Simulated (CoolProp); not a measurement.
Vapour-liquid equilibrium of CH3F (R41) (1) + chloromethane (R40) (2) at 272.3 K; x and y are mole fractions of (1).

Computed with CoolProp (multi-fluid Helmholtz-energy mixture model, Lemmon 2006 and Thol 2014; pair parameters Bell 2016).

Question: Give the bubble pressure and the first vapour's composition at x = 0.15, 0.25, 0.95. Is there an azeotrope?

Answer: x = 0.15: 0.5151 MPa, y = 0.555; x = 0.25: 0.6900 MPa, y = 0.692; x = 0.95: 1.891 MPa, y = 0.986. No azeotrope shows between x = 0.05 and 0.95.

The pair parameters rest on a limited set of measurements; away from them the model extrapolates. The gap from Raoult's law changes sign with composition, which may be real or a fault of the pair parameters; it wasn't checked against measurements.
